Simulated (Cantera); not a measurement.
A freely propagating, adiabatic, planar premixed flame of H2 : O2 : N2 = 1 : 0.179 : 0.671 (molar parts), equivalence ratio 2.8, unburnt at 375 K and 1.01 bar; mixture-averaged transport, grid criteria slope 0.08 and curve 0.16, no radiation.

Model: the H2/O2 subset of GRI-Mech 3.0, which has no nitrogen chemistry, integrated in Cantera. Burning velocities carry a grid error of a few per cent, more on coarse grids.

### Question
Predict: laminar burning velocity; thermal thickness; peak x(O); peak x(H2O2); peak x(H).

### Answer
laminar burning velocity: 351 cm/s
thermal thickness: 0.390 mm
peak x(O): 0.00133
peak x(H2O2): 5.06e-5
peak x(H): 0.0570
